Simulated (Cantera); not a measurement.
What does this Cantera script print?

```python
import numpy as np
import cantera as ct

gas = ct.Solution("gri30.yaml")


def delay(T, t_max=10):
    gas.TPX = T, 440000, {'CH4': 1, 'H2': 0.4, 'O2': 1.05, 'N2': 7.23}
    reactor = ct.IdealGasConstPressureReactor(gas, clone=False)
    net = ct.ReactorNet([reactor])
    net.rtol, net.atol = 1e-8, 1e-16
    while net.time < t_max:
        t_old, T_old = net.time, reactor.T
        net.step()
        if reactor.T > T + 400:  # ignition: a rise of 400 K
            return t_old + (T + 400 - T_old) / (reactor.T - T_old) * (net.time - t_old)
    return np.nan


taus = []
for T in [975, 1075, 1175, 1275, 1375, 1475]:
    taus.append(delay(T))
    print(f"T0 = {T:6g} K   tau = {taus[-1]:.4e} s")
```

It prints:

```
T0 =    975 K   tau = 3.4127e-02 s
T0 =   1075 K   tau = 7.0687e-03 s
T0 =   1175 K   tau = 2.9824e-03 s
T0 =   1275 K   tau = 1.3963e-03 s
T0 =   1375 K   tau = 6.5089e-04 s
T0 =   1475 K   tau = 3.0248e-04 s
```

Computed with Cantera and GRI-Mech 3.0 (53 species, 325 reactions). Below about 1000 K GRI-Mech 3.0 lacks low-temperature oxidation paths.
